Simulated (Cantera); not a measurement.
Cantera run, input and output.

```python
import numpy as np
import cantera as ct

gas = ct.Solution("h2o2.yaml")


def delay(T, t_max=10):
    gas.TPX = T, 71000, {'H2': 1, 'O2': 1.14, 'N2': 4.27}
    reactor = ct.IdealGasConstPressureReactor(gas, clone=False)
    net = ct.ReactorNet([reactor])
    net.rtol, net.atol = 1e-8, 1e-16
    while net.time < t_max:
        t_old, T_old = net.time, reactor.T
        net.step()
        if reactor.T > T + 400:  # ignition: a rise of 400 K
            return t_old + (T + 400 - T_old) / (reactor.T - T_old) * (net.time - t_old)
    return np.nan


taus = []
for T in [1025, 1075, 1125, 1175, 1225, 1275, 1325, 1375]:
    taus.append(delay(T))
    print(f"T0 = {T:6g} K   tau = {taus[-1]:.4e} s")
```

Result:

```
T0 =   1025 K   tau = 2.4014e-04 s
T0 =   1075 K   tau = 1.5525e-04 s
T0 =   1125 K   tau = 1.1208e-04 s
T0 =   1175 K   tau = 8.6893e-05 s
T0 =   1225 K   tau = 7.1155e-05 s
T0 =   1275 K   tau = 6.1026e-05 s
T0 =   1325 K   tau = 5.4513e-05 s
T0 =   1375 K   tau = 5.0484e-05 s
```

Cantera simulation using the H2/O2 subset of GRI-Mech 3.0, which has no nitrogen chemistry; the numbers are that mechanism's predictions, not measurements. Where the delays flatten at high temperature, the 400 K rule measures the pace of heat release, not the induction time.
